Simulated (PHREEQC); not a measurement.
Dissolve 1.3 mol KOH, 0.0017 mol H3BO3 and 0.00087 mol Na2CO3 per kg of water at 25 °C. Closed to the air; pH follows from the charge balance.

The numbers come from PHREEQC with the ion-association model, phreeqc.dat.

```
quantity           before    after
----------------  -------  -------
pH                  13.88    13.88
NaCO3- (mol/kgw)  4.23e-6  4.26e-8
```

Task: What was changed between the two runs?
A) temperature from 25 to 75 °C
B) temperature from 25 to 60 °C
C) KOH from 1.3 to 0.65 mol/kgw
D) H3BO3 left out
E) Na2CO3 from 0.00087 to 8.7e-05 mol/kgw

Result: E, Na2CO3 from 0.00087 to 8.7e-05 mol/kgw

No solid was allowed to form. The ionic strength passes 0.7 mol/kgw, the rough limit of the ion-association models, in every such run.
